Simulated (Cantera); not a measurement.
An isothermal, constant-pressure homogeneous reactor starts with NO : N₂ = 1 : 3.3 (molar parts), at 1698 K and 13300 Pa. Integrator tolerance rtol = 1e-08.

Model: GRI-Mech 3.0 (53 species, 325 reactions), integrated in Cantera.

**Question.** What does this change do: NO 1 to 3 parts?

**Answer.** 
```json
[
 {"quantity": "x(NO) at 10.0 s", "before": "0.219 (gas-phase equilibrium 0.00227)", "after": "0.424 (gas-phase equilibrium 0.00301)"},
 {"quantity": "x(NO₂) at 10.0 s", "before": "4.91e-5 (gas-phase equilibrium 1.92e-6)", "after": "0.000175 (gas-phase equilibrium 3.67e-6)"},
 {"quantity": "x(O) at 10.0 s", "before": "1.17e-5 (gas-phase equilibrium 4.09e-5)", "after": "2.17e-5 (gas-phase equilibrium 5.86e-5)"},
 {"quantity": "x(N₂O) at 10.0 s", "before": "1.78e-5 (gas-phase equilibrium 5.12e-8)", "after": "6.50e-5 (gas-phase equilibrium 6.32e-8)"},
 {"quantity": "x(N₂) at 10.0 s", "before": "0.774 (gas-phase equilibrium 0.883)", "after": "0.550 (gas-phase equilibrium 0.760)"}
]
```

**Question.** What does this change do: N2 3.3 to 0.44 parts?

**Answer.** 
| quantity | before | after |
|---|---|---|
| x(NO) at 10.0 s | 0.219 (gas-phase equilibrium 0.00227) | 0.590 (gas-phase equilibrium 0.00337) |
| x(NO₂) at 10.0 s | 4.91e-5 (gas-phase equilibrium 1.92e-6) | 0.000339 (gas-phase equilibrium 4.96e-6) |
| x(O) at 10.0 s | 1.17e-5 (gas-phase equilibrium 4.09e-5) | 3.01e-5 (gas-phase equilibrium 7.09e-5) |
| x(N₂O) at 10.0 s | 1.78e-5 (gas-phase equilibrium 5.12e-8) | 0.000123 (gas-phase equilibrium 6.54e-8) |
| x(N₂) at 10.0 s | 0.774 (gas-phase equilibrium 0.883) | 0.358 (gas-phase equilibrium 0.651) |
